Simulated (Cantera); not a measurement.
An isothermal, constant-pressure homogeneous reactor starts with CH4 : N2 = 1 : 1.8 (molar parts), at 1250 K and 1.00 atm. Integrator tolerance rtol = 1e-08.

Detailed kinetics in Cantera: GRI-Mech 3.0 (53 species, 325 reactions). GRI-Mech 3.0 stops at C3 and has no aromatics, soot or wall deposition, so with more carbon than oxygen in the feed, carbon stays in small species such as C2H2 where larger ones or solid carbon would form.

What does this change do: CH4 1 to 0.11 parts?


```json
[
 {"quantity": "x(CH4) at 50.0 s", "before": "0.318 (gas-phase equilibrium 0.201)", "after": "0.0535 (gas-phase equilibrium 0.0187)"},
 {"quantity": "x(CH3) at 50.0 s", "before": "4.07e-6 (gas-phase equilibrium 4.71e-6)", "after": "1.88e-6 (gas-phase equilibrium 7.55e-7)"},
 {"quantity": "x(H2) at 50.0 s", "before": "0.0407 (gas-phase equilibrium 0.160)", "after": "0.00556 (gas-phase equilibrium 0.0538)"},
 {"quantity": "x(HCN) at 50.0 s", "before": "<1e-12 (gas-phase equilibrium 0.0406)", "after": "<1e-12 (gas-phase equilibrium 0.0246)"},
 {"quantity": "x(C2H6) at 50.0 s", "before": "0.000139 (gas-phase equilibrium 0.000262)", "after": "3.46e-5 (gas-phase equilibrium 6.74e-6)"},
 {"quantity": "x(C2H2) at 50.0 s", "before": "0.0112 (gas-phase equilibrium 0.0205)", "after": "0.00170 (gas-phase equilibrium 0.00467)"}
]
```

What does this change do: pressure from 1.00 atm to 0.00109 atm?


| quantity | before | after |
|---|---|---|
| x(CH4) at 50.0 s | 0.318 (gas-phase equilibrium 0.201) | 0.357 (gas-phase equilibrium 0.00178) |
| x(CH3) at 50.0 s | 4.07e-6 (gas-phase equilibrium 4.71e-6) | 2.95e-5 (gas-phase equilibrium 8.08e-7) |
| x(H2) at 50.0 s | 0.0407 (gas-phase equilibrium 0.160) | 0.000101 (gas-phase equilibrium 0.393) |
| x(HCN) at 50.0 s | <1e-12 (gas-phase equilibrium 0.0406) | <1e-12 (gas-phase equilibrium 0.0764) |
| x(C2H6) at 50.0 s | 0.000139 (gas-phase equilibrium 0.000262) | 8.07e-6 (gas-phase equilibrium 8.37e-9) |
| x(C2H2) at 50.0 s | 0.0112 (gas-phase equilibrium 0.0205) | 1.48e-6 (gas-phase equilibrium 0.0925) |
Radical loss at walls, strong at low pressure, is not modelled.
